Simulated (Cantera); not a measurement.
A freely propagating, adiabatic, planar premixed flame of C₃H₈ : O₂ : N₂ : H₂O = 1 : 4.55 : 17.1 : 0.5 (molar parts), equivalence ratio 1.1, unburnt at 700 K and 1.00 atm; mixture-averaged transport, grid criteria slope 0.08 and curve 0.16, no radiation.

Computed with Cantera and GRI-Mech 3.0 (53 species, 325 reactions). GRI-Mech 3.0 was tuned for natural gas; its chemistry of propane as a main component is partial and can be far from experiment. Burning velocities carry a grid error of a few per cent, more on coarse grids.

How do the results move with these cheaper or finer settings: unity-Lewis-number transport; multicomponent transport; multicomponent+Soret transport; grid criteria slope 0.5, curve 1; grid criteria slope 0.25, curve 0.5; grid criteria slope 0.03, curve 0.06?


```
setting                               laminar burning velocity  thermal thickness  peak x(H₂)  peak x(CH₂CO)  grid points
------------------------------------  ------------------------  -----------------  ----------  -------------  -----------
as above                                              208 cm/s           0.251 mm      0.0318        0.00171          146
unity-Lewis-number transport                          137 cm/s           0.304 mm      0.0283        0.00104          138
multicomponent transport                              207 cm/s           0.254 mm      0.0319        0.00172          146
multicomponent+Soret transport                        205 cm/s           0.253 mm      0.0304        0.00173          146
grid criteria slope 0.5, curve 1                      228 cm/s           0.281 mm      0.0319        0.00169           44
grid criteria slope 0.25, curve 0.5                   218 cm/s           0.261 mm      0.0322        0.00172           64
grid criteria slope 0.03, curve 0.06                  205 cm/s           0.248 mm      0.0312        0.00172          368
```
The base run took about 9 core-seconds (a rough figure).
Unity Lewis numbers drop preferential diffusion, which matters most where H2 and H carry the flame; Soret adds thermal diffusion.
